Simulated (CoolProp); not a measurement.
The numbers come from the reference Helmholtz-energy equation of state, Span 2000 in CoolProp.

Problem. Give the vapour pressure (bar), enthalpy of vaporisation (kJ/kg), vapour Z of saturated nitrogen at 97.3 K.

Solution. 
```csv
T (K),p (bar),enthalpy of vaporisation (kJ/kg),vapour Z
97.3,6.42,167,0.843
```
